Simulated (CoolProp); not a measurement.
Properties of hydrogen sulfide along the isotherm 486.85 °C.

Model: reference Helmholtz-energy equation of state, Lemmon 2006, in CoolProp. It is a short technical equation, of lower accuracy than the large ones.

```json
[
 {"p (bar)": "16.9", "phase": "gas", "cp (kJ/(kg K))": "1.243", "speed of sound (m/s)": "481.3", "Joule-Thomson coefficient (K/MPa)": "2.108", "isothermal compressibility (1/MPa)": "0.5935", "fugacity coefficient": "0.9968"},
 {"p (bar)": "33.7", "phase": "gas", "cp (kJ/(kg K))": "1.256", "speed of sound (m/s)": "481.9", "Joule-Thomson coefficient (K/MPa)": "2.066", "isothermal compressibility (1/MPa)": "0.2983", "fugacity coefficient": "0.9938"},
 {"p (bar)": "50.6", "phase": "gas", "cp (kJ/(kg K))": "1.269", "speed of sound (m/s)": "482.8", "Joule-Thomson coefficient (K/MPa)": "2.024", "isothermal compressibility (1/MPa)": "0.1991", "fugacity coefficient": "0.9909"},
 {"p (bar)": "67.5", "phase": "gas", "cp (kJ/(kg K))": "1.282", "speed of sound (m/s)": "483.8", "Joule-Thomson coefficient (K/MPa)": "1.981", "isothermal compressibility (1/MPa)": "0.1494", "fugacity coefficient": "0.9882"},
 {"p (bar)": "84.4", "phase": "gas", "cp (kJ/(kg K))": "1.295", "speed of sound (m/s)": "485.0", "Joule-Thomson coefficient (K/MPa)": "1.938", "isothermal compressibility (1/MPa)": "0.1196", "fugacity coefficient": "0.9856"},
 {"p (bar)": "101", "phase": "supercritical", "cp (kJ/(kg K))": "1.308", "speed of sound (m/s)": "486.3", "Joule-Thomson coefficient (K/MPa)": "1.896", "isothermal compressibility (1/MPa)": "0.1000", "fugacity coefficient": "0.9832"},
 {"p (bar)": "118", "phase": "supercritical", "cp (kJ/(kg K))": "1.322", "speed of sound (m/s)": "487.8", "Joule-Thomson coefficient (K/MPa)": "1.852", "isothermal compressibility (1/MPa)": "0.08561", "fugacity coefficient": "0.9808"},
 {"p (bar)": "135", "phase": "supercritical", "cp (kJ/(kg K))": "1.336", "speed of sound (m/s)": "489.5", "Joule-Thomson coefficient (K/MPa)": "1.808", "isothermal compressibility (1/MPa)": "0.07479", "fugacity coefficient": "0.9786"}
]
```
